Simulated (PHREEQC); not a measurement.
Synthetic water in mg/L, 25 °C, pH 2.05, pe 12.9:

```csv
constituent,mg/L
Na,93.6
K,13.4
Ca,203
Mg,29.3
Cl,210
S(6) as SO4,1410
Al,0.0845
F,1.91
Zn,3.64
```

Na is adjusted to close the charge balance.
Valence states are taken as typed.

Computed with PHREEQC (ion-association model, phreeqc.dat).

Q: The ionic strength comes out as 0.0401 mol/kgw. What activity coefficients do K+, CaHSO4+, F-, Zn+2, Mg+2 get?

A: K+ 0.83, CaHSO4+ 0.83, F- 0.83, Zn+2 0.49, Mg+2 0.51.

This is a speciation only: nothing precipitates in the calculation. Species that the database lacks are ignored. Fluoro complexes past AlF4- and FeF3 are missing from the database.
